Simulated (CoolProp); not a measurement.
Model: reference Helmholtz-energy equation of state, Wu 2012, in CoolProp.

Task: For fluoroethane (R161), give the phase and the cv (kJ/(kg K)) at 450 K and 616 kPa; 450 K and 1040 kPa.

Result: 
- 450 K and 616 kPa: gas; cv 1.52
- 450 K and 1040 kPa: gas; cv 1.53
